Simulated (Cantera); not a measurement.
A Cantera script and what it prints.

```python
import numpy as np
import cantera as ct

gas_names = """
    H H2 N NH NH2 NH3 N2 N2H2 N2H4 Si SiH SiH2 SiH3 SiH4 SiN Si2 Si2N Si3
""".split()
cond_names = """
    Si(cr) Si(L) Si3N4(a)
""".split()


# ... load() reads the species with a 1 bar reference pressure and builds the phases ...
atoms = {
    'SiH4': {'Si': 1, 'H': 4},
    'N2': {'N': 2},
    'H2': {'H': 2},
}
top_T = {'Si3N4(a)': 2400}  # K; cautious upper limits of use, not melting points


# ... equilibrate(T, P, feed) seeds the gas with the atoms and calls Mixture.equilibrate('TP', solver="vcs", rtol=1e-11, max_steps=5000) ...
results = []
feed = {'SiH4': 1, 'N2': 0.25, 'H2': 0.44}  # mol
P = 180  # Pa
for T in [775, 875, 975, 1075, 1175, 1275, 1375, 1475, 1575]:
    mix = equilibrate(T, P, feed)
    results.append((T, P, feed, dict(zip(mix.species_names, mix.species_moles))))

top = {s: max(r[3][s] / sum(r[3][g] for g in gas_names) for r in results) for s in gas_names}
cols = sorted((s for s in top if top[s] > 1e-06), key=lambda s: -top[s])[:7]
seen = [c for c in cond_names if any(r[3].get(c, 0) > 1e-12 for r in results)]
print("log10 of partial pressures in bar; condensed amounts in mol")
print(f"{'T/K':>10s}" + "".join(f"{s[:9]:>10s}" for s in cols + seen))
for T, P, feed, n in results:
    ng = sum(n[g] for g in gas_names)
    print(f"{T:10.4g}" + "".join(f"{np.log10(max(n[s] / ng * P / 1e5, 1e-99)):10.3f}" for s in cols)
          + "".join(f"{n.get(c, 0):10.4g}" for c in seen))
```

Output:

```
log10 of partial pressures in bar; condensed amounts in mol
       T/K        H2        N2         H        Si      SiH2       SiH    Si(cr)  Si3N4(a)
       775    -2.745   -16.454   -13.376   -22.552   -16.437   -20.928     0.625     0.125
       875    -2.745   -13.574   -11.672   -19.095   -14.576   -18.057     0.625     0.125
       975    -2.745   -11.287   -10.314   -16.351   -13.096   -15.779     0.625     0.125
      1075    -2.745    -9.428    -9.206   -14.120   -11.892   -13.929     0.625     0.125
      1175    -2.745    -7.889    -8.284   -12.271   -10.893   -12.397     0.625     0.125
      1275    -2.745    -6.595    -7.505   -10.715   -10.051   -11.108    0.6255    0.1248
      1375    -2.746    -5.492    -6.838    -9.387    -9.333   -10.009    0.6316    0.1228
      1475    -2.752    -4.542    -6.263    -8.240    -8.719    -9.064    0.6844    0.1052
      1575    -2.788    -3.777    -5.775    -7.241    -8.213    -8.256    0.9999         0
```

Cantera equilibrium calculation (NASA polynomials, part measured and part estimated; ideal gas, pure solids and liquids). N2 is the only nitrogen source here; it is nearly inert below about 1500 K, so the nitride shown seldom forms there in practice. Mutual solubility and eutectic melting of coexisting phases are not modelled.
